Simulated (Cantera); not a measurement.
Equilibrium for boron, boron nitride and boron oxide: B + H₂ + N₂

Feed: 1 mol B, 27 mol H₂, 52 mol N₂, at 1.33 mbar.

Cantera equilibrium calculation (NASA polynomials, part measured and part estimated; ideal gas, pure solids and liquids). Candidate condensed phases: B, BN; 15 gas species. The tables' values for BH₂ are old estimates; treat these amounts as uncertain. Kinetics and transport are ignored.

```tsv
T (K)	log p N₂	log p H₂	log p H	log p B	log p BH₂	n BN(s)	n B(s)
1500	-3.06	-3.34	-6.42	-14.32	-10.95	1.000	0
1650	-3.06	-3.34	-5.71	-11.76	-9.55	1.000	0
1800	-3.06	-3.34	-5.12	-9.64	-8.38	1.000	0
1950	-3.06	-3.35	-4.62	-7.85	-7.41	0.997	0
2100	-3.07	-3.38	-4.20	-6.31	-6.60	0.953	0
2250	-3.08	-3.45	-3.85	-5.27	-6.22	0	0.614
2400	-3.11	-3.56	-3.58	-4.84	-6.44	0	0
```
log p: log10 of the partial pressure in bar; n: condensed amount in mol.

From 1500 K to 2100 K the condensed part is BN(s). At 2250 K the condensed part is B(s). At 2400 K nothing is condensed.
